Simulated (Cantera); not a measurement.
Input: 1 mol PbO, 90 mol H₂, 0.35 mol N₂, held at 825 K and 12.0 Pa.

Equilibrium computed with Cantera from the NASA thermochemical tables; the gas is ideal and each condensed phase is pure. Candidate condensed phases: H₂O, Pb, PbO, PbO₂, Pb₃O₄; 27 gas species. Equilibrium is a limit: real reactors are often held back by kinetics, nucleation or transport.

Base state: H₂ 0.984, H₂O 0.0111, N₂ 0.00387, Pb 0.00120 (mole fractions); condensed: Pb(l).

Q: What changes in the equilibrium state with this change: temperature from 825 K to 2073 K?

A: 
```json
[
 {"species": "H₂", "before": "0.984", "after": "0.767"},
 {"species": "H", "before": "<1e-9", "after": "0.210"},
 {"species": "Pb", "before": "0.00120", "after": "0.00979"},
 {"species": "H₂O", "before": "0.0111", "after": "0.00944"},
 {"species": "OH", "before": "<1e-9", "after": "0.000294"},
 {"species": "O", "before": "<1e-9", "after": "5.79e-5"},
 {"species": "N₂", "before": "0.00387", "after": "0.00343"},
 {"species": "Pb(l), mol", "before": "0.892", "after": "0"}
]
```
